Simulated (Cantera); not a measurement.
Input (Python, Cantera) and output of one run.

```python
import numpy as np
import cantera as ct

gas_names = """
    C CO CO2 C2 C2O C3 C3O2 C4 C5 Mg MgO Mg2 O O2 O3
""".split()
cond_names = """
    C(gr) Mg(cr) Mg(L) MgCO3(s) MgO(s) MgO(L)
""".split()


# ... load() reads the species with a 1 bar reference pressure and builds the phases ...
atoms = {
    'MgO': {'Mg': 1, 'O': 1},
    'C': {'C': 1},
    'CO': {'C': 1, 'O': 1},
}
top_T = {'C(gr)': 4500}  # K; cautious upper limits of use, not melting points


# ... equilibrate(T, P, feed) seeds the gas with the atoms and calls Mixture.equilibrate('TP', solver="vcs", rtol=1e-11, max_steps=5000) ...
results = []
feed = {'MgO': 1, 'C': 3.4, 'CO': 1.8}  # mol
T = 2423  # K
P = 133.322  # Pa
mix = equilibrate(T, P, feed)
results.append((T, P, feed, dict(zip(mix.species_names, mix.species_moles))))
print(gas.report(threshold=1e-05))
for i in range(1, mix.n_phases):
    print(f"{mix.phase(i).name:16s} {mix.phase_moles(i):12.5e} mol")
```

It prints:

```
       temperature   2423 K
          pressure   133.32 Pa
           density   0.00017891 kg/m^3
  mean mol. weight   27.035 kg/kmol
   phase of matter   gas

                          1 kg             1 kmol
                     ---------------   ---------------
          enthalpy        8.2149e+05        2.2209e+07  J
   internal energy             76321        2.0634e+06  J
           entropy             11327        3.0622e+05  J/K
    Gibbs function       -2.6623e+07       -7.1975e+08  J
 heat capacity c_p            1206.2             32610  J/K
 heat capacity c_v            898.64             24295  J/K

                      mass frac. Y      mole frac. X     chem. pot. / RT
                     ---------------   ---------------   ---------------
                 C        1.8601e-05        4.1869e-05           -3.1907
                CO           0.76328           0.73672           -40.786
                C3        0.00014416        0.00010817           -9.5721
                Mg           0.23654           0.26312           -21.579
     [  +11 minor]        9.4912e-06        1.0214e-05

C(gr)             2.39853e+00 mol
Mg(L)             0.00000e+00 mol
MgO(s)            0.00000e+00 mol
```

Equilibrium computed with Cantera from the NASA thermochemical tables; the gas is ideal and each condensed phase is pure.
